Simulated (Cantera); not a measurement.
A freely propagating, adiabatic, planar premixed flame of CH4 : O2 : N2 = 1 : 2.15 : 8.09 (molar parts), unburnt at 675 K and 7.11 atm; mixture-averaged transport, grid criteria slope 0.08 and curve 0.16, no radiation.

Cantera simulation using GRI-Mech 3.0 (53 species, 325 reactions); the numbers are that mechanism's predictions, not measurements. Burning velocities carry a grid error of a few per cent, more on coarse grids.

Problem. What does this change do: N2 8.09 to 6.4 parts?

Solution. 
```csv
quantity,before,after
laminar burning velocity,79.1 cm/s,121 cm/s
thermal thickness,0.0729 mm,0.0531 mm
peak x(C2H2),0.000173,0.000230
peak x(CO),0.0390,0.0515
```

Problem. What does this change do: 0.12 parts CO2 added?

Solution. 
```csv
quantity,before,after
laminar burning velocity,79.1 cm/s,73.4 cm/s
thermal thickness,0.0729 mm,0.0768 mm
peak x(C2H2),0.000173,0.000169
peak x(CO),0.0390,0.0387
```
